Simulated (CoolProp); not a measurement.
Vapour-liquid equilibrium of R125 (1) + R236FA (2) at 0.326 MPa; x and y are mole fractions of (1).

Model: multi-fluid Helmholtz-energy mixture model, Lemmon 2005 and Pan 2012; pair parameters Bell 2016, in CoolProp.

```
x      bubble temperature, mixture model (°C)  bubble temperature, Raoult's law (°C)  y, mixture model  y, Raoult's law
-----  --------------------------------------  -------------------------------------  ----------------  ---------------
0.05                                     25.5                                   24.9        (withheld)            0.211
0.125                                    18.8                                   17.6             0.385            0.433
0.2                                      12.9                                   11.6        (withheld)            0.584
0.275                                     7.7                                    6.4             0.648            0.690
0.35                                      3.2                                    2.0             0.731            0.767
0.425                                    -0.8                                   -1.9        (withheld)            0.824
0.5                                      -4.4                                   -5.3             0.844            0.868
0.575                                    -7.6                                   -8.3             0.883            0.901
0.65                                    -10.4                                  -11.0             0.914            0.928
0.725                                   -13.0                                  -13.5             0.939            0.950
0.8                                     -15.4                                  -15.8             0.960            0.967
0.875                                   -17.6                                  -17.8             0.977            0.981
0.95                                    -19.6                                  -19.7             0.992            0.993
```

Task: Fill in the missing entries.

Result: 
- 0.05, y, mixture model: 0.178
- 0.2, y, mixture model: 0.536
- 0.425, y, mixture model: 0.795

The largest gap from Raoult's law is +1.3 K in bubble temperature, at x = 0.275. No azeotrope shows between x = 0.05 and 0.95.

The pair parameters rest on a limited set of measurements; away from them the model extrapolates.
